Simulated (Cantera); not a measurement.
Input: 1 mol Fe(CO)5, 0.13 mol O2, 16 mol N2, held at 0.00130 bar.

Method: chemical equilibrium by Gibbs-energy minimisation in Cantera with the NASA 1993 tables (ideal gas, pure condensed phases). Candidate condensed phases: C, Fe, Fe(CO)5, FeO, Fe2O3, Fe3O4; 27 gas species. Kinetics and transport are ignored.

Which condensed phases are stable at each of these points (T (K)): 948, 1023, 1098, 1173, 1248, 1323, 1398, 1473, 1548, 1623?


```csv
T (K),condensed phases,Fe condensed (%)
948,Fe(α),100.0
1023,Fe(α),100.0
1098,Fe(α),100.0
1173,Fe(α),100.0
1248,Fe(γ),100.0
1323,Fe(γ),100.0
1398,Fe(γ),100.0
1473,Fe(γ),99.9
1548,Fe(γ),99.3
1623,Fe(γ),97.3
```

From 948 K to 1173 K the condensed part is Fe(α). From 1248 K to 1623 K the condensed part is Fe(γ).
